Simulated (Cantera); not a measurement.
A closed system holds: 1 mol trisilylamine, 1.6 mol N₂, at 100 Torr.

These are equilibrium values from Cantera (NASA tables, ideal gas, pure condensed phases), not measurements of a reactor. Candidate condensed phases: Si, Si₃N₄; 18 gas species. The feed counts by its element totals alone. Mutual solubility and eutectic melting of coexisting phases are not modelled. Gases not in the tables: Si₂H₆ and higher silanes. Rates play no part.

Task: Which condensed phases are stable at each of these points (T (K)): 1300, 1400, 1500, 1600, 1700, 1800, 1900, 2000?

Result: 
```tsv
T (K)	condensed phases	Si condensed (%)
1300	Si₃N₄(s)	100.0
1400	Si₃N₄(s)	100.0
1500	Si₃N₄(s)	100.0
1600	Si₃N₄(s)	100.0
1700	Si₃N₄(s)	100.0
1800	Si(l) + Si₃N₄(s)	100.0
1900	Si(l) + Si₃N₄(s)	100.0
2000	Si(l)	99.9
```

From 1300 K to 1700 K the condensed part is Si₃N₄(s). From 1800 K to 1900 K the condensed part is Si(l) + Si₃N₄(s). At 2000 K the condensed part is Si(l).
